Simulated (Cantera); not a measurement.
**Si2Cl6 + N2 + NH3 (silicon nitride deposition)**

Input: 1 mol Si2Cl6, 17 mol N2, 11 mol NH3, held at 133 Pa.

Equilibrium computed with Cantera from the NASA thermochemical tables; the gas is ideal and each condensed phase is pure. Candidate condensed phases: NH4Cl, Si, Si3N4; 28 gas species. The feed counts by its element totals alone. The tables' values for SiCl, SiCl3, SiN are old estimates; treat these amounts as uncertain. Gases not in the tables: Si2H6 and higher silanes. Equilibrium is a limit: real reactors are often held back by kinetics, nucleation or transport.

```csv
T (°C),x N2,x H2,x HCl,x H,x SiCl2,x Si,x Cl,n Si3N4(s),n Si(l)
1375,0.533,0.362,0.0644,0.00147,0.0391,0.000185,0.000205,0.114,0
1450,0.534,0.359,0.0635,0.00299,0.0389,0.000738,0.000410,0,0.305
1525,0.532,0.355,0.0654,0.00574,0.0374,0.00231,0.000811,0,0.276
1600,0.528,0.349,0.0666,0.0104,0.0356,0.00661,0.00151,0,0.113
1675,0.522,0.337,0.0733,0.0180,0.0303,0.0130,0.00293,0,0
1750,0.515,0.321,0.0832,0.0295,0.0228,0.0194,0.00567,0,0
1825,0.506,0.302,0.0908,0.0463,0.0154,0.0258,0.0102,0,0
```
x: gas mole fraction; n: condensed amount in mol.

At 1375 °C the condensed part is Si3N4(s). From 1450 °C to 1600 °C the condensed part is Si(l). From 1675 °C to 1825 °C nothing is condensed. The main Si-bearing gas is SiCl2 at 1375 °C and Si at 1825 °C.
